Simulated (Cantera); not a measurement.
Input: 1 mol C2H4, 0.36 mol H2, equilibrated at 1525 K and 1 atm.

Method: chemical equilibrium by Gibbs-energy minimisation in Cantera with the NASA 1993 tables (ideal gas, pure condensed phases). Candidate condensed phases: C, C6H6, C7H8, C8H18; 76 gas species. Kinetics and transport are ignored.

Base state: H2 0.998, CH4 0.00230, H 2.35e-5, C2H2 (acetylene) 1.21e-5 (mole fractions); condensed: C(graphite).

Q: What changes in the equilibrium state with this change: temperature from 1525 K to 1475 K?

A: 
| species | before | after |
|---|---|---|
| H2 | 0.998 | 0.997 |
| CH4 | 0.00230 | 0.00293 |
| H | 2.35e-5 | 1.29e-5 |
| C2H2 (acetylene) | 1.21e-5 | 6.65e-6 |
| C(graphite), mol | 1.99 | 1.99 |

Q: What changes in the equilibrium state with this change: pressure from 1 atm to 0.000500 bar?

A: 
```csv
species,before,after
H2,0.998,0.999
H,2.35e-5,0.00106
C2H2 (acetylene),1.21e-5,1.21e-5
CH4,0.00230,1.14e-6
"C(graphite), mol",1.99,2.00
```
